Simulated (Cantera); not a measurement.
Input (Python, Cantera) and output of one run.

```python
import numpy as np
import cantera as ct

gas_names = """
    C CH CH2 CH3 CH4 C2 C2H C2H2,acetylene C2H2,vinylidene C2H3,vinyl C2H4 C2H5 C2H6 C3 C3H3,propargyl
    C3H4,allene C3H4,propyne C3H4,cyclo- C3H5,allyl C3H6,propylene C3H6,cyclo- C3H7,n-propyl
    C3H7,i-propyl C3H8 C4 C4H2 C4H4,1,3-cyclo- C4H6,butadiene C4H6,2-butyne C4H6,cyclo- C4H8,1-butene
    C4H8,cis2-buten C4H8,tr2-butene C4H8,isobutene C4H8,cyclo- C4H9,n-butyl C4H9,i-butyl C4H9,s-butyl
    C4H9,t-butyl C4H10,isobutane C4H10,n-butane C5 C5H6,1,3cyclo- C5H8,cyclo- C5H10,1-pentene
    C5H10,cyclo- C5H11,pentyl C5H11,t-pentyl C5H12,n-pentane C5H12,i-pentane CH3C(CH3)2CH3 C6H2
    C6H5,phenyl C6H6 C6H10,cyclo- C6H12,1-hexene C6H12,cyclo- C6H13,n-hexyl C7H7,benzyl C7H8
    C7H14,1-heptene C7H15,n-heptyl C7H16,n-heptane C8H8,styrene C8H10,ethylbenz C8H16,1-octene
    C8H17,n-octyl C8H18,isooctane C8H18,n-octane C9H19,n-nonyl C10H8,naphthale C10H21,n-decyl
    C12H9,o-bipheny C12H10,bipheny H H2 Si SiC SiC2 SiC4H12 SiH SiH2 SiH3 SiH4 Si2 Si2C Si3
""".split()
cond_names = """
    C(gr) C6H6(L) C7H8(L) C8H18(L),n-octa Si(cr) Si(L) SiC(b)
""".split()


def load(file, names, dense=False):
    # The tables refer to 1 bar. Condensed volumes are neglected.
    table = {s.name: s for s in ct.Species.list_from_file(file)}
    out = []
    for n in names:
        d = dict(table[n].input_data)
        d["thermo"] = dict(d["thermo"], **{"reference-pressure": 1e5})
        if dense:
            d["equation-of-state"] = {"model": "constant-volume", "density": "1e6 g/cm^3"}
        out.append(ct.Species.from_dict(d))
    return out


gas = ct.Solution(thermo="ideal-gas", species=load("nasa_gas.yaml", gas_names))
cond = {s.name: ct.Solution(thermo="fixed-stoichiometry", species=[s], name=s.name)
        for s in load("nasa_condensed.yaml", cond_names, dense=True)}
atoms = {
    'CH3SiH3': {'C': 1, 'H': 6, 'Si': 1},
    'CH4': {'C': 1, 'H': 4},
    'H2': {'H': 2},
}
top_T = {'C(gr)': 4500, 'SiC(b)': 3050}  # K; cautious upper limits of use, not melting points


def equilibrate(T, P, feed):
    n = {}
    for name, mol in feed.items():
        for a, k in atoms[name].items():
            n[a] = n.get(a, 0.0) + k * mol
    gas.TPX = T, P, n
    mass = sum(n.values()) * gas.mean_molecular_weight
    gas.equilibrate("TP")
    valid = [c for c in cond.values() if c.min_temp <= T <= top_T.get(c.name, c.max_temp)]
    mix = ct.Mixture([(gas, mass / gas.mean_molecular_weight)] + [(c, 0.0) for c in valid])
    mix.T, mix.P = T, P
    mix.equilibrate("TP", solver="vcs", rtol=1e-11, max_steps=5000)
    return mix


results = []
feed = {'CH3SiH3': 1, 'CH4': 0.013, 'H2': 420}  # mol
P = 2200  # Pa
for T in [1950, 2000, 2050, 2100, 2150, 2200, 2250, 2300, 2350, 2400, 2450, 2500, 2550]:
    mix = equilibrate(T, P, feed)
    results.append((T, P, feed, dict(zip(mix.species_names, mix.species_moles))))
    x = sorted(zip(gas.X, gas.species_names), reverse=True)
    print(f"T = {T:g} K  P = {P:g} Pa  gas = {mix.phase_moles(0):.4g} mol")
    print("   x: " + "  ".join(f"{s} {v:.3e}" for v, s in x if v > 0.0001))
    print("   condensed (mol): " + ("  ".join(f"{mix.phase(i).name} {mix.phase_moles(i):.4g}"
          for i in range(1, mix.n_phases) if mix.phase_moles(i) > 1e-12) or "none"))
```

It prints:

```
T = 1950 K  P = 2200 Pa  gas = 424.7 mol
   x: H2 9.921e-01  H 7.698e-03  Si 1.227e-04
   condensed (mol): SiC(b) 0.9355
T = 2000 K  P = 2200 Pa  gas = 425.5 mol
   x: H2 9.887e-01  H 1.090e-02  Si 2.409e-04  C2H2,acetylene 1.542e-04
   condensed (mol): SiC(b) 0.8751
T = 2050 K  P = 2200 Pa  gas = 426.5 mol
   x: H2 9.840e-01  H 1.517e-02  Si 4.517e-04  C2H2,acetylene 2.724e-04
   condensed (mol): SiC(b) 0.7665
T = 2100 K  P = 2200 Pa  gas = 427.9 mol
   x: H2 9.778e-01  H 2.077e-02  Si 8.163e-04  C2H2,acetylene 4.738e-04
   condensed (mol): SiC(b) 0.5752
T = 2150 K  P = 2200 Pa  gas = 429.7 mol
   x: H2 9.695e-01  H 2.800e-02  Si 1.430e-03  C2H2,acetylene 8.062e-04  SiH 1.021e-04
   condensed (mol): SiC(b) 0.2441
T = 2200 K  P = 2200 Pa  gas = 432 mol
   x: H2 9.595e-01  H 3.719e-02  Si 1.917e-03  C2H2,acetylene 1.049e-03  SiH 1.232e-04
   condensed (mol): none
T = 2250 K  P = 2200 Pa  gas = 434.6 mol
   x: H2 9.479e-01  H 4.875e-02  Si 1.984e-03  C2H2,acetylene 1.059e-03  SiH 1.153e-04
   condensed (mol): none
T = 2300 K  P = 2200 Pa  gas = 437.8 mol
   x: H2 9.336e-01  H 6.304e-02  Si 2.023e-03  C2H2,acetylene 1.062e-03  SiH 1.065e-04
   condensed (mol): none
T = 2350 K  P = 2200 Pa  gas = 441.8 mol
   x: H2 9.162e-01  H 8.049e-02  Si 2.043e-03  C2H2,acetylene 1.059e-03
   condensed (mol): none
T = 2400 K  P = 2200 Pa  gas = 446.7 mol
   x: H2 8.952e-01  H 1.015e-01  Si 2.048e-03  C2H2,acetylene 1.051e-03
   condensed (mol): none
T = 2450 K  P = 2200 Pa  gas = 452.6 mol
   x: H2 8.704e-01  H 1.264e-01  Si 2.042e-03  C2H2,acetylene 1.038e-03
   condensed (mol): none
T = 2500 K  P = 2200 Pa  gas = 459.7 mol
   x: H2 8.413e-01  H 1.555e-01  Si 2.026e-03  C2H2,acetylene 1.020e-03
   condensed (mol): none
T = 2550 K  P = 2200 Pa  gas = 468.3 mol
   x: H2 8.078e-01  H 1.890e-01  Si 2.002e-03  C2H2,acetylene 9.970e-04
   condensed (mol): none
```

Equilibrium computed with Cantera from the NASA thermochemical tables; the gas is ideal and each condensed phase is pure. The feed counts by its element totals alone. Gases not in the tables: Si2H6 and higher silanes.
